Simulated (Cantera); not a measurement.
A diamond (100) surface in a fixed gas of H2 with x(CH4) = 0.0058, x(H) = 0.0073, x(CH3) = 0.00021, at 1275 K; coverages are run to steady state.

Model: the Harris–Goodwin 1993 mechanism for the reconstructed diamond (100) surface, integrated in Cantera.

One state of this run: growth (µm/h) = 0.313; θ c6HH = 0.396; θ c6H* = 0.0464; θ c6*H = 0.517; θ c6** = 0.0402; θ c6HM = 0.000163. θ: site fractions in the mechanism's names (c6HH fully hydrogenated, c6H* and c6*H radical sites, c6** diradical, c6HM methylated).

Task: Which value of P (Pa) does it belong to?
(A) 3100
(B) 9300
(C) 1000
(D) 5400

Result: C, 1000
